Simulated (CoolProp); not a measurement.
CF4 (R14) along the isobar 584 kPa: density (kg/m³) from the reference equation and from simpler models built on Tc = -45.8 °C, pc = 3762 kPa, ω = 0.178; each cubic takes its own stable root.

Computed with CoolProp (reference Helmholtz-energy equation of state, Platzer 1990). This equation is an older, rougher fit; its heat capacities, sound speeds and derivatives of the liquid may be far off and weren't checked against measurements.

```tsv
T (°C)	phase	reference	van der Waals	Peng-Robinson
-123.35	liquid	1580	1035	1750
-102.05	liquid	1455	40.09	1593
-80.75	gas	35.49	34.67	35.78
-59.45	gas	31.00	30.65	31.23
-38.15	gas	27.66	27.52	27.82
-16.85	gas	25.04	25.00	25.16
4.35	gas	22.92	22.93	23.00
25.65	gas	21.14	21.18	21.21
46.95	gas	19.63	19.69	19.68
68.25	gas	18.33	18.40	18.38
89.55	gas	17.20	17.28	17.24
110.85	gas	16.21	16.28	16.24
132.15	gas	15.33	15.40	15.36
```

At some of these states van der Waals gives the other phase, because its saturation line lies elsewhere.
